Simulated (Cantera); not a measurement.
Input (Python, Cantera):

```python
import numpy as np
import cantera as ct

gas = ct.Solution("gri30.yaml")
gas.TPX = 1375, 5800, {'N2O': 1, 'H2': 0.0073, 'N2': 8.8}
reactor = ct.IdealGasConstPressureReactor(gas, energy="off", clone=False)
net = ct.ReactorNet([reactor])
net.rtol, net.atol = 1e-08, 1e-18
show = ['N2O', 'H2', 'NO2', 'H2O2', 'OH', 'O2']
times = np.geomspace(1e-05, 5, 12)

steps = ct.SolutionArray(gas, extra=["t"])
rows = []
print(f"{'t/s':>10s}{'T/K':>9s}{'P/Pa':>11s}" + "".join(f"{s:>11s}" for s in show))
for t in times:
    while net.time < t:
        t_next = net.step()
        steps.append(gas.state, t=t_next)
    rows.append([np.interp(t, steps.t, y) for y in (steps.T, steps.P, *steps(*show).X.T)])
    print(f"{t:10.3e}{rows[-1][0]:9.1f}{rows[-1][1]:11.4g}" + "".join(f"{x:11.3e}" for x in rows[-1][2:]))
rate = np.gradient(steps.T, steps.t)
print("integrator steps:", len(steps.t))
if steps.T.max() > steps.T[0] + 200:
    print(f"time of steepest temperature rise: {steps.t[rate.argmax()]:.4e} s")
gas.TPX = 1375, 5800, {'N2O': 1, 'H2': 0.0073, 'N2': 8.8}
gas.equilibrate("TP")
print(f"equilibrium (TP): T = {gas.T:.1f} K  " + "  ".join(f"{s} {gas[s].X[0]:.3e}" for s in show))
```

Output:

```
       t/s      T/K       P/Pa        N2O         H2        NO2       H2O2         OH         O2
 1.000e-05   1375.0       5800  1.020e-01  7.443e-04  8.627e-19  2.950e-19  7.578e-10  2.254e-09
 3.297e-05   1375.0       5800  1.020e-01  7.443e-04  9.843e-17  3.662e-17  8.963e-09  2.407e-08
 1.087e-04   1375.0       5800  1.020e-01  7.443e-04  1.094e-14  4.863e-15  1.110e-07  2.481e-07
 3.583e-04   1375.0       5800  1.019e-01  7.434e-04  1.467e-12  6.251e-13  1.200e-06  2.292e-06
 1.181e-03   1375.0       5800  1.019e-01  7.343e-04  4.198e-10  5.555e-11  8.572e-06  1.611e-05
 3.894e-03   1375.0       5800  1.016e-01  6.509e-04  6.465e-08  1.989e-09  3.106e-05  7.673e-05
 1.284e-02   1375.0       5800  1.007e-01  3.223e-04  1.195e-06  3.595e-09  4.156e-05  3.113e-04
 4.233e-02   1375.0       5800  9.843e-02  5.146e-05  6.773e-06  1.101e-09  2.290e-05  1.107e-03
 1.395e-01   1375.0       5800  9.213e-02  1.214e-06  1.153e-05  1.879e-10  1.489e-05  3.570e-03
 4.600e-01   1375.0       5800  7.436e-02  7.704e-08  1.272e-05  1.083e-10  1.534e-05  1.058e-02
 1.517e+00   1375.0       5800  3.723e-02  9.253e-08  1.012e-05  9.415e-11  1.527e-05  2.528e-02
 5.000e+00   1375.0       5800  4.485e-03  9.539e-08  7.288e-06  6.926e-11  1.312e-05  3.840e-02
integrator steps: 1350
equilibrium (TP): T = 1375.0 K  N2O 5.625e-09  H2 4.126e-09  NO2 3.091e-07  H2O2 3.525e-12  OH 2.837e-06  O2 4.801e-02
```

Cantera simulation using GRI-Mech 3.0 (53 species, 325 reactions); the numbers are that mechanism's predictions, not measurements. GRI-Mech 3.0 was tuned for natural gas; its chemistry of N2O as a main component is partial and can be far from experiment. The mechanism lacks the step 2 NO + O2 → 2 NO2, which can matter for NO2 below about 1400 K. The temperature is held fixed by assumption; the heat of reaction is taken as removed at once.
